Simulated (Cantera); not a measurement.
Gas mixture: 44.6 % C2H4, 55.4 % C3H8, at 0.203 Torr, frozen composition.

Cantera's kinetic-theory transport with the Lennard-Jones parameters of GRI-Mech 3.0, ideal gas; thermal conductivity in the mixture-averaged form. The composition is frozen, though it would react at the higher temperatures.

D: mixture-averaged diffusion coefficient of that species in the mixture.

```csv
T (K),ρ (kg/m³),cp (J/kg/K),μ (µPa s),λ (mW/m/K),Pr,D (cm²/s) O,D (cm²/s) H,D (cm²/s) H2
400,0.000300,2047,11.8,…,0.754,1290,4820,3260
650,0.000185,2941,17.9,…,0.759,3000,11500,7470
900,0.000133,3552,23.1,…,0.758,5230,20300,12900
1150,0.000104,3981,27.6,…,0.757,7900,30800,19400
1400,8.57e-5,4291,31.7,…,0.755,11000,43000,26900
1650,7.27e-5,4528,35.5,…,0.755,14400,56600,35400
1900,6.31e-5,4707,39.0,…,0.754,18300,71600,44700
2150,5.58e-5,4841,42.3,…,0.753,22400,88000,54800
2400,5.00e-5,4938,45.5,…,0.752,26900,106000,65800
```

Question: What belongs in the gaps?

Answer: 
- 400, λ (mW/m/K): 32.0
- 650, λ (mW/m/K): 69.6
- 900, λ (mW/m/K): 108
- 1150, λ (mW/m/K): 145
- 1400, λ (mW/m/K): 180
- 1650, λ (mW/m/K): 213
- 1900, λ (mW/m/K): 243
- 2150, λ (mW/m/K): 272
- 2400, λ (mW/m/K): 299
